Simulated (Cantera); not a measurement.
A perfectly stirred reactor is fed with 42.7 % H2, 35.6 % O2, 21.7 % N2, equivalence ratio 0.60, at 100.0 Torr; it is held at 950 K, and followed from long to short residence time.

Model: the H2/O2 subset of GRI-Mech 3.0, which has no nitrogen chemistry, integrated in Cantera. Radical loss at walls, strong at low pressure, is not modelled. The temperature is held fixed by assumption; the heat of reaction is taken as removed at once.

Question: Predict: x(H2) at τ = 2.60 s; x(O2) at τ = 2.60 s; x(HO2) at τ = 2.60 s; x(H2O) at τ = 2.60 s; x(OH) at τ = 2.60 s; x(H2) at τ = 66.0 ms; x(O2) at τ = 66.0 ms; x(HO2) at τ = 66.0 ms; x(H2O) at τ = 66.0 ms; x(OH) at τ = 66.0 ms.

Answer: 
```json
{
 "x(H2) at τ = 2.60 s": "0.0156",
 "x(O2) at τ = 2.60 s": "0.187",
 "x(HO2) at τ = 2.60 s": "6.99e-5",
 "x(H2O) at τ = 2.60 s": "0.523",
 "x(OH) at τ = 2.60 s": "6.86e-6",
 "x(H2) at τ = 66.0 ms": "0.0308",
 "x(O2) at τ = 66.0 ms": "0.193",
 "x(HO2) at τ = 66.0 ms": "9.43e-5",
 "x(H2O) at τ = 66.0 ms": "0.503",
 "x(OH) at τ = 66.0 ms": "0.000132"
}
```
